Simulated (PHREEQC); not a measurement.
**Nickel, zinc or cadmium bath (model solution)**

Dissolve 0.02 mol/kgw ZnSO4 and 1.6 mol/kgw KCl at 15 °C. It is in equilibrium with CO2 at log p = -3.4 (atm). Otherwise closed; pH follows from the charge balance.

Model: ion-association model, wateq4f.dat, run in PHREEQC.

Each row changes one thing in this solution. No solid was allowed to form.

```csv
case,pH,ionic strength (mol/kgw),CO2 (mol/kgw),HCO3- (mol/kgw),CO3-2 (mol/kgw)
as made,5.30,1.63,1.25e-5,2.08e-6,6.08e-11
diluted 5-fold with water,5.45,0.332,1.68e-5,2.66e-6,7.43e-11
temperature from 15 to 60 °C,[?],1.61,4.52e-6,1.94e-6,2.25e-10
ZnSO4 from 0.02 to 0.04 mol/kgw,[?],1.66,1.24e-5,1.66e-6,3.92e-11
ZnSO4 from 0.02 to 0.2 mol/kgw,5.02,1.91,1.17e-5,1.09e-6,1.70e-11
KCl left out,[?],0.0491,1.80e-5,2.51e-6,4.90e-11
temperature from 15 to 80 °C,[?],1.61,3.47e-6,1.59e-6,2.36e-10
ZnSO4 left out,5.56,1.60,1.26e-5,3.74e-6,1.97e-10
KCl from 1.6 to 0.8 mol/kgw,5.24,[?],1.49e-5,1.77e-6,3.90e-11
```

Question: Fill in the missing entries.

Answer: 
- temperature from 15 to 60 °C, pH: 5.58
- ZnSO4 from 0.02 to 0.04 mol/kgw, pH: 5.21
- KCl left out, pH: 5.48
- temperature from 15 to 80 °C, pH: 5.64
- KCl from 1.6 to 0.8 mol/kgw, ionic strength (mol/kgw): 0.846

The ionic strength passes 0.7 mol/kgw, the rough limit of the ion-association models, in as made; temperature from 15 to 60 °C; ZnSO4 from 0.02 to 0.04 mol/kgw; ZnSO4 from 0.02 to 0.2 mol/kgw; temperature from 15 to 80 °C; ZnSO4 left out; KCl from 1.6 to 0.8 mol/kgw. Constants without temperature data keep their 25 °C values here.
